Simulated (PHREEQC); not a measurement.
## Acid mine or pickling water (model solution)

Synthetic water in mg/kgw, 20 °C, pH 2.93, pe 9.3: Na 157; K 117; Ca 176; Mg 24.9; Cl 127; S(6) as SO4 934; N(5) as NO3 14.1; Si as SiO2 1.93.

Cl is adjusted to close the charge balance.
Valence states are taken as typed.

Equilibrium calculation in PHREEQC: ion-association model, wateq4f.dat.

Precipitation was switched off in this run.

Task: Estimate the ionic strength.

Result: ionic strength 0.0299 mol/kgw.

Task: In which forms is Ca present?

Result: Ca+2 71 %, CaSO4 29 % of the Ca.
